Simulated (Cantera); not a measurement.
Input: 1 mol MgF2, 0.048 mol HF, 0.56 mol H2, 0.07 mol H2O, held at 800 K and 0.180 Pa.

Cantera equilibrium calculation (NASA polynomials, part measured and part estimated; ideal gas, pure solids and liquids). Candidate condensed phases: H2O, Mg, MgF2, MgO, Mg(OH)2; 31 gas species. Rates play no part.

Task: What is the equilibrium state?

Result: 
* **x(H2)**: 0.826
* **x(H2O)**: 0.103
* **x(HF)**: 0.0708
* **n(MgF2(s))**: 1.00 mol
* **gas amount**: 0.6780 mol
* **log10 activity of Mg(s) (absent)**: -20.07
